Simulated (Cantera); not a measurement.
Input (Python, Cantera) and output of one run.

```python
import numpy as np
import cantera as ct

gas_names = """
    C CH CH2 CH3 CH4 C2 C2H C2H2,acetylene C2H2,vinylidene C2H3,vinyl C2H4 C2H5 C2H6 C3 C3H3,propargyl
    C3H4,allene C3H4,propyne C3H4,cyclo- C3H5,allyl C3H6,propylene C3H6,cyclo- C3H7,n-propyl
    C3H7,i-propyl C3H8 C4 C4H2 C4H4,1,3-cyclo- C4H6,butadiene C4H6,2-butyne C4H6,cyclo- C4H8,1-butene
    C4H8,cis2-buten C4H8,tr2-butene C4H8,isobutene C4H8,cyclo- C4H9,n-butyl C4H9,i-butyl C4H9,s-butyl
    C4H9,t-butyl C4H10,isobutane C4H10,n-butane C5 C5H6,1,3cyclo- C5H8,cyclo- C5H10,1-pentene
    C5H10,cyclo- C5H11,pentyl C5H11,t-pentyl C5H12,n-pentane C5H12,i-pentane CH3C(CH3)2CH3 C6H2
    C6H5,phenyl C6H6 C6H10,cyclo- C6H12,1-hexene C6H12,cyclo- C6H13,n-hexyl C7H7,benzyl C7H8
    C7H14,1-heptene C7H15,n-heptyl C7H16,n-heptane C8H8,styrene C8H10,ethylbenz C8H16,1-octene
    C8H17,n-octyl C8H18,isooctane C8H18,n-octane C9H19,n-nonyl C10H8,naphthale C10H21,n-decyl
    C12H9,o-bipheny C12H10,bipheny H H2 Si SiC SiC2 SiC4H12 SiH SiH2 SiH3 SiH4 Si2 Si2C Si3
""".split()
cond_names = """
    C(gr) C6H6(L) C7H8(L) C8H18(L),n-octa Si(cr) Si(L) SiC(b)
""".split()


def load(file, names, dense=False):
    # The tables refer to 1 bar. Condensed volumes are neglected.
    table = {s.name: s for s in ct.Species.list_from_file(file)}
    out = []
    for n in names:
        d = dict(table[n].input_data)
        d["thermo"] = dict(d["thermo"], **{"reference-pressure": 1e5})
        if dense:
            d["equation-of-state"] = {"model": "constant-volume", "density": "1e6 g/cm^3"}
        out.append(ct.Species.from_dict(d))
    return out


gas = ct.Solution(thermo="ideal-gas", species=load("nasa_gas.yaml", gas_names))
cond = {s.name: ct.Solution(thermo="fixed-stoichiometry", species=[s], name=s.name)
        for s in load("nasa_condensed.yaml", cond_names, dense=True)}
atoms = {
    'SiH4': {'Si': 1, 'H': 4},
    'C2H2': {'C': 2, 'H': 2},
    'H2': {'H': 2},
}
top_T = {'C(gr)': 4500, 'SiC(b)': 3050}  # K; cautious upper limits of use, not melting points


def equilibrate(T, P, feed):
    n = {}
    for name, mol in feed.items():
        for a, k in atoms[name].items():
            n[a] = n.get(a, 0.0) + k * mol
    gas.TPX = T, P, n
    mass = sum(n.values()) * gas.mean_molecular_weight
    gas.equilibrate("TP")
    valid = [c for c in cond.values() if c.min_temp <= T <= top_T.get(c.name, c.max_temp)]
    mix = ct.Mixture([(gas, mass / gas.mean_molecular_weight)] + [(c, 0.0) for c in valid])
    mix.T, mix.P = T, P
    mix.equilibrate("TP", solver="vcs", rtol=1e-11, max_steps=5000)
    return mix


results = []
feed = {'SiH4': 1, 'C2H2': 0.025, 'H2': 4.4}  # mol
P = 240  # Pa
for T in [1750, 1800, 1850, 1900, 1950, 2000, 2050, 2100, 2150, 2200, 2250, 2300, 2350, 2400]:
    mix = equilibrate(T, P, feed)
    results.append((T, P, feed, dict(zip(mix.species_names, mix.species_moles))))

top = {s: max(r[3][s] / sum(r[3][g] for g in gas_names) for r in results) for s in gas_names}
cols = sorted((s for s in top if top[s] > 1e-06), key=lambda s: -top[s])[:5]
seen = [c for c in cond_names if any(r[3].get(c, 0) > 1e-12 for r in results)]
print("log10 of partial pressures in bar; condensed amounts in mol")
print(f"{'T/K':>10s}" + "".join(f"{s[:9]:>10s}" for s in cols + seen))
for T, P, feed, n in results:
    ng = sum(n[g] for g in gas_names)
    print(f"{T:10.4g}" + "".join(f"{np.log10(max(n[s] / ng * P / 1e5, 1e-99)):10.3f}" for s in cols)
          + "".join(f"{n.get(c, 0):10.4g}" for c in seen))
```

It prints:

```
log10 of partial pressures in bar; condensed amounts in mol
       T/K        H2         H        Si      Si2C       SiH     Si(L)    SiC(b)
      1750    -2.622    -4.945    -5.824    -7.916    -7.013    0.9455   0.04997
      1800    -2.624    -4.758    -5.498    -7.472    -6.753    0.9406   0.04991
      1850    -2.626    -4.582    -5.191    -7.052    -6.507    0.9309   0.04976
      1900    -2.629    -4.415    -4.899    -6.655    -6.275    0.9126   0.04939
      1950    -2.635    -4.258    -4.623    -6.280    -6.057    0.8789   0.04854
      2000    -2.643    -4.110    -4.361    -5.923    -5.851     0.818   0.04663
      2050    -2.656    -3.972    -4.112    -5.585    -5.658    0.7096   0.04246
      2100    -2.675    -3.844    -3.875    -5.263    -5.478    0.5178   0.03354
      2150    -2.706    -3.728    -3.649    -4.957    -5.313    0.1748   0.01448
      2200    -2.729    -3.614    -3.573    -4.843    -5.291         0         0
      2250    -2.746    -3.502    -3.571    -4.899    -5.340         0         0
      2300    -2.766    -3.397    -3.571    -4.995    -5.389         0         0
      2350    -2.792    -3.300    -3.573    -5.130    -5.442         0         0
      2400    -2.822    -3.210    -3.578    -5.296    -5.499         0         0
```

Method: chemical equilibrium by Gibbs-energy minimisation in Cantera with the NASA 1993 tables (ideal gas, pure condensed phases). Mutual solubility and eutectic melting of coexisting phases are not modelled. Gases not in the tables: Si2H6 and higher silanes.
